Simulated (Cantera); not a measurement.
Charge: 1 mol TiO2, 2.9 mol CH4, 0.025 mol CO, equilibrated at 1125 K and 0.000140 bar.

Equilibrium computed with Cantera from the NASA thermochemical tables; the gas is ideal and each condensed phase is pure. Candidate condensed phases: C, C6H6, C7H8, C8H18, H2O, Ti, TiC, TiO, TiO2, Ti2O3, Ti3O5, Ti4O7; 113 gas species. Mutual solubility and eutectic melting of coexisting phases are not modelled. TiC: taken at fixed stoichiometry. Rates play no part.

Base state: H2 0.747, CO 0.253 (mole fractions); condensed: TiC(s) + Ti2O3(s).

Q: What changes in the equilibrium state with this change: TiO2 replaced by PbO?

A: 
| species | before | after |
|---|---|---|
| H2 | 0.747 | 0.741 |
| CO | 0.253 | 0.131 |
| Pb | 0 | 0.128 |
| TiC(s), mol | 0.960 | 0 |
| Ti2O3(s), mol | 0.0200 | 0 |
| C(graphite), mol | 0 | 1.90 |
Further candidate phases: Pb, PbO, PbO2, Pb3O4.

Q: What changes in the equilibrium state with this change: TiO2 replaced by Fe2O3?

A: 
```tsv
species	before	after
H2	0.747	0.657
CO	0.253	0.332
H2O	5.48e-6	0.00786
CO2	1.69e-6	0.00361
TiC(s), mol	0.960	0
Ti2O3(s), mol	0.0200	0
Fe(α), mol	0	2.00
```
Further candidate phases: Fe, Fe(CO)5, FeO, Fe(OH)2, Fe(OH)3, Fe2O3, Fe3O4.

Q: What changes in the equilibrium state with this change: temperature from 1125 K to 2223 K?

A: 
| species | before | after |
|---|---|---|
| H2 | 0.747 | 0.426 |
| H | 3.25e-6 | 0.353 |
| CO | 0.253 | 0.210 |
| Ti | <1e-9 | 0.0104 |
| TiO | <1e-9 | 1.07e-5 |
| TiC(s), mol | 0.960 | 0.900 |
| Ti2O3(s), mol | 0.0200 | 0 |
